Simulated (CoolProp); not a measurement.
Water along the isobar 24.5 MPa: fugacity coefficient from the reference equation and from simpler models built on Tc = 373.9 °C, pc = 22.06 MPa, ω = 0.344; each cubic takes its own stable root.

Computed with CoolProp (reference Helmholtz-energy equation of state, Wagner 2002).

```
T (°C)          phase  reference  Redlich-Kwong  Soave-Redlich-Kwong  Peng-Robinson
------  -------------  ---------  -------------  -------------------  -------------
132.55         liquid    0.01326        0.03357              0.01350        0.01344
158.55         liquid    0.02645        0.05842              0.02770        0.02725
184.65         liquid          ?        0.09360              0.05131        0.05005
210.75         liquid    0.08054         0.1399              0.08710        0.08444
236.85         liquid     0.1262         0.1974               0.1373         0.1326
262.85         liquid     0.1863         0.2649               0.2030         0.1955
288.95         liquid     0.2621         0.3416               0.2844         0.2736
315.05         liquid          ?         0.4248               0.3795         0.3650
341.15         liquid     0.4567         0.5111               0.4841         0.4658
367.15         liquid          ?         0.5954               0.5900         0.5682
393.25  supercritical     0.6634         0.6641               0.6726         0.6481
419.35  supercritical     0.7164         0.7053               0.7209         0.6955
```

Complete the blanks.


- 184.65, reference: 0.04804
- 315.05, reference: 0.3529
- 367.15, reference: 0.5685
